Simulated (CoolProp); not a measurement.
Isobutene along the isotherm 276.85 °C: fugacity coefficient from the reference equation and from simpler models built on Tc = 144.9 °C, pc = 4.016 MPa, ω = 0.193; each cubic takes its own stable root.

Model: reference Helmholtz-energy equation of state, Lemmon 2005, in CoolProp. It is a short technical equation, of lower accuracy than the large ones.

```
p (MPa)          phase  reference  Redlich-Kwong  Soave-Redlich-Kwong  Peng-Robinson
-------  -------------  ---------  -------------  -------------------  -------------
1                  gas     0.9661         0.9633               0.9687            ___
2.01               gas     0.9329         0.9275               0.9381            ___
3.01               gas     0.9011         0.8932               0.9090         0.8910
4.02     supercritical     0.8701            ___               0.8808         0.8581
5.02     supercritical     0.8406         0.8281               0.8541         0.8273
6.02     supercritical     0.8123         0.7978               0.8287         0.7984
7.03     supercritical     0.7851         0.7687               0.8045         0.7711
8.03     supercritical     0.7597         0.7417                  ___         0.7460
9.04     supercritical        ___            ___               0.7610         0.7227
10       supercritical     0.7144         0.6943               0.7426         0.7024
```

Q: Some entries are withheld; supply them.

A: 
- 1, Peng-Robinson: 0.9620
- 2.01, Peng-Robinson: 0.9254
- 4.02, Redlich-Kwong: 0.8598
- 8.03, Soave-Redlich-Kwong: 0.7821
- 9.04, reference: 0.7357
- 9.04, Redlich-Kwong: 0.7164
